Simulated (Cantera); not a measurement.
Charge: 1 mol TiO2, 0.7 mol CO, 8.1 mol H2, held at 1223 K and 190000 Pa.

Method: chemical equilibrium by Gibbs-energy minimisation in Cantera with the NASA 1993 tables (ideal gas, pure condensed phases). Candidate condensed phases: C, C6H6, C7H8, C8H18, H2O, Ti, TiC, TiO, TiO2, Ti2O3, Ti3O5, Ti4O7; 113 gas species. Gases not in the tables: TiO(OH)2. Kinetics and transport are ignored.

Base state: H2 0.912, CO 0.0728, CH4 0.00751, H2O 0.00712, CO2 0.000389 (mole fractions); condensed: TiO2(rutile).

**Question.** What changes in the equilibrium state with this change: 0.031 mol CO2 added?

**Answer.** 
| species | before | after |
|---|---|---|
| H2 | 0.912 | 0.907 |
| CO | 0.0728 | 0.0772 |
| H2O | 0.00712 | 0.00912 |
| CO2 | 0.000389 | 0.000531 |
| CH4 | 0.00751 | 0.00610 |
| TiO2(rutile), mol | 1.00 | 1.00 |
